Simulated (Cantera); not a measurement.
A Cantera script and what it prints.

```python
import numpy as np
import cantera as ct

gas_names = """
    OH
""".split()
cond_names = """
    Sr(a) Sr(b) Sr(L) SrO2H2(s) SrO2H2(L)
""".split()


# ... load() reads the species with a 1 bar reference pressure and builds the phases ...
species = {s.name: s for s in load("nasa_gas.yaml", gas_names) + load("nasa_condensed.yaml", cond_names)}
# Each term lists the table entries of one substance; the one whose range holds T is used.
reactions = {
    '2 OH(g) + Sr = Sr(OH)2':
        [(-2, ['OH']), (-1, ['Sr(a)', 'Sr(b)', 'Sr(L)']), (1, ['SrO2H2(s)', 'SrO2H2(L)'])],
}


def pick(names, T):
    return next(species[n] for n in names if species[n].thermo.min_temp <= T <= species[n].thermo.max_temp)


results = []
for label, terms in reactions.items():
    print(label)
    print("     T/K   dH/kJ  dS/(J/K)   dG/kJ   log10 K")
    for T in [823, 923, 1023, 1123, 1223, 1323, 1423, 1523, 1623, 1723]:
        used = [(nu, pick(names, T)) for nu, names in terms]
        dH = sum(nu * s.thermo.h(T) for nu, s in used) / 1e6
        dS = sum(nu * s.thermo.s(T) for nu, s in used) / 1e3
        dG = dH - T * dS / 1e3
        logK = -dG * 1e6 / (ct.gas_constant * T * np.log(10))
        results.append((label, T, dH, dS, dG, logK, [s.name for _, s in used]))
        print(f"{T:8g} {dH:8.1f} {dS:8.1f} {dG:8.1f} {logK:8.2f}")
```

Result:

```
2 OH(g) + Sr = Sr(OH)2
     T/K   dH/kJ  dS/(J/K)   dG/kJ   log10 K
     823  -1015.5   -282.5   -783.0    49.69
     923  -1008.8   -274.8   -755.1    42.73
    1023  -1002.2   -268.0   -728.0    37.17
    1123  -1004.2   -270.1   -700.9    32.60
    1223   -998.4   -265.2   -674.1    28.79
    1323   -992.7   -260.7   -647.8    25.58
    1423   -987.2   -256.7   -621.9    22.83
    1523   -981.7   -252.9   -596.5    20.46
    1623   -976.3   -249.5   -571.3    18.39
    1723   -970.9   -246.3   -546.6    16.57
```

Standard-state values (1 bar) from the NASA 1993 polynomials, evaluated with Cantera. Condensed species are held in their standard states even where they would react or evaporate.
